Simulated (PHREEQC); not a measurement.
Dissolve 1.8 mmol/kgw MnSO4 and 0.3 mmol/kgw CuCl2 at 85 °C. Closed to the air; pH follows from the charge balance.

Equilibrium calculation in PHREEQC: ion-association model, phreeqc.dat.

Task: The ionic strength comes out as 0.00626 mol/kgw. What activity coefficients do MnCl+, CuCl+, SO4-2, Cl-, Cu+2 get?

Result: MnCl+ 0.91, CuCl+ 0.91, SO4-2 0.69, Cl- 0.91, Cu+2 0.70.

This is a speciation only: nothing precipitates in the calculation. At this temperature some constants are extrapolated from 25 °C, and those without enthalpy data are left unchanged.
